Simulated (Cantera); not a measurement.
Input: 1 mol HMDSO, 7 mol H2O, held at 1700 K and 0.133 bar.

These are equilibrium values from Cantera (NASA tables, ideal gas, pure condensed phases), not measurements of a reactor. Candidate condensed phases: C, C6H6, C7H8, C8H18, H2O, Si, SiC, SiO2; 123 gas species. The feed counts by its element totals alone. Mutual solubility and eutectic melting of coexisting phases are not modelled. The tables hold silica as quartz up to 1696 K and as liquid above; real silica turns to tridymite and cristobalite and melts near 1996 K. The numbers say what is thermodynamically allowed, not how fast it happens.

Problem. What is the equilibrium state?

Solution. 
```json
{
 "x(H2)": "0.724",
 "x(CO)": "0.250",
 "x(SiO)": "0.0257",
 "x(H)": "0.000343",
 "x(H2O)": "5.83e-5",
 "x(CH4)": "1.53e-5",
 "x(CO2)": "5.89e-6",
 "x(C2H2 (acetylene))": "2.12e-6",
 "n(SiC(s))": "0.478 mol",
 "n(SiO2(condensed))": "0.954 mol",
 "gas_amount": "22.09 mol",
 "log10 activity of C(graphite) (absent)": "-0.70",
 "log10 activity of Si(l) (absent)": "-1.13"
}
```
